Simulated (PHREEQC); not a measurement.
## Leach liquor: an equilibrium model

Consider water at 25 °C with 0.0013 mol/kgw H2SO4 and 0.063 mol/kgw MnSO4. Closed to the air; pH follows from the charge balance.

Computed with PHREEQC (ion-association model, phreeqc.dat).

No solid was allowed to form.

Problem. What pH, specific conductance, density does the model give?

Solution. pH 3.02; specific conductance 6680 µS/cm; density 1.006 g/cm³.

Problem. In which forms is Mn present?

Solution. Mn+2 58 %, MnSO4 42 % of the Mn.

Species that the database lacks are ignored.
